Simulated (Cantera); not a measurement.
A perfectly stirred reactor is fed with H₂ : O₂ = 0.031 : 1 (molar parts), equivalence ratio 0.015, at 5.55 Torr; it is held at 1425 K, and followed from long to short residence time.

Detailed kinetics in Cantera: the H2/O2 subset of GRI-Mech 3.0, which has no nitrogen chemistry. Radical loss at walls, strong at low pressure, is not modelled.

One state of this run: x H₂ = 0.000586; x O₂ = 0.945; x H₂O₂ = 1.68e-8; x H = 0.00207; x OH = 0.00405; x O = 0.0220; x H₂O = 0.0265. x: mole fraction; the columns are a selection and need not sum to one.

Task: Which value of τ (s) does it belong to?
A) 0.0020
B) 0.29
C) 0.040
D) 5.8

Result: C, 0.040
